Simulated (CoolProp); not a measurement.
The numbers come from the reference Helmholtz-energy equation of state, Lemmon and Jacobsen 2000 in CoolProp.

### Question
For R143a, give the phase and the cp (kJ/(kg K)), viscosity (µPa s), conductivity (mW/(m K)) at 89.55 °C and 0.128 MPa.

### Answer
- 89.55 °C and 0.128 MPa: gas; cp 1.06, viscosity 13.5, conductivity 21.4

Viscosity comes from a separate model (Klein 1997), an estimate that may be off by 10 % or more. Thermal conductivity comes from a separate model (McLinden 2000), an estimate that may be off by 10 % or more.
